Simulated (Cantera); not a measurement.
# AlN + Cl₂ + N₂ (nitride etching)

A closed system holds: 1 mol AlN, 1.2 mol Cl₂, 12 mol N₂, equilibrated at 1.33 mbar.

Method: chemical equilibrium by Gibbs-energy minimisation in Cantera with the NASA 1993 tables (ideal gas, pure condensed phases). Candidate condensed phases: Al, AlCl₃, AlN; 11 gas species. The tables' values for AlCl₂ are old estimates; treat these amounts as uncertain. Kinetics and transport are ignored.

From 600 °C to 1125 °C the condensed part is AlN(s). At 1200 °C nothing is condensed. The main Al-bearing gas is AlCl₃ throughout.

| T (°C) | log p N₂ | log p AlCl₃ | log p AlCl | log p AlCl₂ | log p Cl | n AlN(s) |
|---|---|---|---|---|---|---|
| 600 | -2.90 | -4.09 | -12.70 | -9.74 | -12.49 | 0.200 |
| 675 | -2.90 | -4.09 | -11.04 | -8.74 | -11.48 | 0.200 |
| 750 | -2.90 | -4.09 | -9.63 | -7.89 | -10.61 | 0.200 |
| 825 | -2.90 | -4.09 | -8.41 | -7.15 | -9.87 | 0.200 |
| 900 | -2.90 | -4.09 | -7.35 | -6.51 | -9.21 | 0.199 |
| 975 | -2.90 | -4.10 | -6.43 | -5.96 | -8.64 | 0.194 |
| 1050 | -2.90 | -4.11 | -5.61 | -5.47 | -8.13 | 0.172 |
| 1125 | -2.91 | -4.16 | -4.89 | -5.06 | -7.69 | 0.0848 |
| 1200 | -2.91 | -4.20 | -4.63 | -4.89 | -7.10 | 0 |
log p: log10 of the partial pressure in bar; n: condensed amount in mol.
